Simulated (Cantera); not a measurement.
## Adiabatic ignition

An adiabatic, constant-volume homogeneous reactor starts with 7.58 % CO, 4.25 % H2, 18.5 % O2, 69.5 % N2, 0.197 % CO2, equivalence ratio 0.32, at 1750 K and 0.460 bar.

Model: GRI-Mech 3.0 (53 species, 325 reactions), integrated in Cantera.

| t (s) | T (K) | P (bar) | x CO | x H2 | x O2 | x O | x NO | x H2O | x NO2 |
|---|---|---|---|---|---|---|---|---|---|
| 1.00e-6 | 1750 | 0.460 | 0.0758 | 0.0425 | 0.185 | 1.85e-7 | <1e-12 | 3.46e-8 | <1e-12 |
| 2.85e-6 | 1750 | 0.460 | 0.0758 | 0.0425 | 0.185 | 8.63e-7 | <1e-12 | 6.60e-7 | <1e-12 |
| 8.09e-6 | 1750 | 0.460 | 0.0758 | 0.0424 | 0.185 | 1.19e-5 | 3.84e-12 | 2.05e-5 | <1e-12 |
| 2.30e-5 | 1751 | 0.460 | 0.0742 | 0.0264 | 0.173 | 0.00615 | 1.51e-8 | 0.0106 | 1.38e-12 |
| 6.55e-5 | 1839 | 0.482 | 0.0472 | 0.00306 | 0.136 | 0.0345 | 4.94e-6 | 0.0276 | 9.46e-10 |
| 0.000186 | 2031 | 0.526 | 0.0287 | 0.00321 | 0.127 | 0.0344 | 3.66e-5 | 0.0275 | 6.95e-9 |
| 0.000530 | 2290 | 0.584 | 0.0228 | 0.00225 | 0.130 | 0.0216 | 0.000213 | 0.0324 | 5.70e-8 |
| 0.00151 | 2513 | 0.632 | 0.0142 | 0.00123 | 0.131 | 0.0108 | 0.00142 | 0.0366 | 6.65e-7 |
| 0.00429 | 2552 | 0.640 | 0.0119 | 0.00101 | 0.129 | 0.00849 | 0.00529 | 0.0377 | 2.78e-6 |
| 0.0122 | 2542 | 0.637 | 0.0115 | 0.000983 | 0.126 | 0.00797 | 0.0123 | 0.0379 | 6.43e-6 |
| 0.0347 | 2535 | 0.635 | 0.0112 | 0.000962 | 0.123 | 0.00761 | 0.0174 | 0.0381 | 9.08e-6 |
| 0.0988 | 2534 | 0.635 | 0.0111 | 0.000960 | 0.123 | 0.00757 | 0.0179 | 0.0381 | 9.37e-6 |
| 0.281 | 2534 | 0.635 | 0.0111 | 0.000960 | 0.123 | 0.00757 | 0.0179 | 0.0381 | 9.37e-6 |
| 0.800 | 2534 | 0.635 | 0.0111 | 0.000960 | 0.123 | 0.00757 | 0.0179 | 0.0381 | 9.37e-6 |
x: mole fraction; the columns are a selection and need not sum to one.

| Quantity | Value |
|---|---|
| time of steepest temperature rise | 30.3 µs |
| temperature at 0.800 s | 2534 K |
| equilibrium temperature | 2534 K |
| x(CO) at 0.800 s | 0.0111 (gas-phase equilibrium 0.0111) |
| x(H2) at 0.800 s | 0.000960 (gas-phase equilibrium 0.000960) |
| x(O2) at 0.800 s | 0.123 (gas-phase equilibrium 0.123) |
